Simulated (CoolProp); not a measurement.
Vapour-liquid equilibrium of carbon dioxide (1) + neopentane (2) at 268.3 K; x and y are mole fractions of (1).

Model: multi-fluid Helmholtz-energy mixture model, Span 1996 and Lemmon 2006; pair parameters Bell 2016, in CoolProp.

```json
[
 {"x": "0.05", "bubble pressure, mixture model (MPa)": "0.2559", "bubble pressure, Raoult's law (MPa)": "0.2085", "y, mixture model": "0.769", "y, Raoult's law": "0.734"},
 {"x": "0.125", "bubble pressure, mixture model (MPa)": "0.5624", "bubble pressure, Raoult's law (MPa)": "0.4335", "y, mixture model": "0.894", "y, Raoult's law": "0.882"},
 {"x": "0.2", "bubble pressure, mixture model (MPa)": "0.8610", "bubble pressure, Raoult's law (MPa)": "0.6584", "y, mixture model": "0.930", "y, Raoult's law": "0.929"},
 {"x": "0.275", "bubble pressure, mixture model (MPa)": "1.135", "bubble pressure, Raoult's law (MPa)": "0.8834", "y, mixture model": "0.947", "y, Raoult's law": "0.952"},
 {"x": "0.35", "bubble pressure, mixture model (MPa)": "1.375", "bubble pressure, Raoult's law (MPa)": "1.108", "y, mixture model": "0.956", "y, Raoult's law": "0.966"},
 {"x": "0.425", "bubble pressure, mixture model (MPa)": "1.580", "bubble pressure, Raoult's law (MPa)": "1.333", "y, mixture model": "0.962", "y, Raoult's law": "0.975"},
 {"x": "0.5", "bubble pressure, mixture model (MPa)": "1.757", "bubble pressure, Raoult's law (MPa)": "1.558", "y, mixture model": "0.967", "y, Raoult's law": "0.981"},
 {"x": "0.575", "bubble pressure, mixture model (MPa)": "1.914", "bubble pressure, Raoult's law (MPa)": "1.783", "y, mixture model": "0.970", "y, Raoult's law": "0.986"},
 {"x": "0.65", "bubble pressure, mixture model (MPa)": "2.066", "bubble pressure, Raoult's law (MPa)": "2.008", "y, mixture model": "0.974", "y, Raoult's law": "0.990"},
 {"x": "0.725", "bubble pressure, mixture model (MPa)": "2.224", "bubble pressure, Raoult's law (MPa)": "2.233", "y, mixture model": "0.978", "y, Raoult's law": "0.993"},
 {"x": "0.8", "bubble pressure, mixture model (MPa)": "2.402", "bubble pressure, Raoult's law (MPa)": "2.458", "y, mixture model": "0.982", "y, Raoult's law": "0.995"},
 {"x": "0.875", "bubble pressure, mixture model (MPa)": "2.612", "bubble pressure, Raoult's law (MPa)": "2.683", "y, mixture model": "0.987", "y, Raoult's law": "0.997"},
 {"x": "0.95", "bubble pressure, mixture model (MPa)": "2.864", "bubble pressure, Raoult's law (MPa)": "2.908", "y, mixture model": "0.994", "y, Raoult's law": "0.999"}
]
```

The largest gap from Raoult's law is +30.8 % in bubble pressure, at x = 0.2. No azeotrope shows between x = 0.05 and 0.95.

The pair parameters rest on a limited set of measurements; away from them the model extrapolates. The gap from Raoult's law changes sign with composition, which may be real or a fault of the pair parameters; it wasn't checked against measurements.
